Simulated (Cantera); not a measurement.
# Equilibrium for titanium nitride, carbide and oxide coatings: TiCl4 + CH4 + H2

Charge: 1 mol TiCl4, 0.2 mol CH4, a varied amount of H2, at 1625 K and 1.00 bar.

These are equilibrium values from Cantera (NASA tables, ideal gas, pure condensed phases), not measurements of a reactor. Candidate condensed phases: C, C6H6, C7H8, C8H18, Ti, TiC, TiCl2, TiCl3, TiCl4; 96 gas species. The tables' values for TiCl2 are old estimates; treat these amounts as uncertain. TiC: taken at fixed stoichiometry. Kinetics and transport are ignored.

| n(H2) (mol) | x H2 | x HCl | x TiCl3 | x TiCl4 | x TiCl2 | x H | x CH4 | n TiC(s) |
|---|---|---|---|---|---|---|---|---|
| 9.5 | 0.801 | 0.129 | 0.0572 | 0.0119 | 0.000863 | 6.31e-5 | 1.08e-5 | 0.200 |
| 17 | 0.877 | 0.0807 | 0.0367 | 0.00457 | 0.000925 | 6.61e-5 | 4.34e-6 | 0.200 |
| 30 | 0.926 | 0.0493 | 0.0224 | 0.00166 | 0.000950 | 6.79e-5 | 1.66e-6 | 0.200 |
| 53 | 0.956 | 0.0295 | 0.0130 | 0.000567 | 0.000940 | 6.90e-5 | 6.19e-7 | 0.200 |
| 94 | 0.974 | 0.0174 | 0.00725 | 0.000184 | 0.000895 | 6.96e-5 | 2.31e-7 | 0.200 |
| 170 | 0.985 | 0.0101 | 0.00378 | 5.53e-5 | 0.000811 | 7.00e-5 | 8.62e-8 | 0.200 |
| 300 | 0.991 | 0.00598 | 0.00193 | 1.68e-5 | 0.000699 | 7.02e-5 | 3.56e-8 | 0.200 |
x: gas mole fraction; n: condensed amount in mol.

From 9.5 mol H2 to 300 mol H2 the condensed part is TiC(s). The main Ti-bearing gas is TiCl3 throughout.
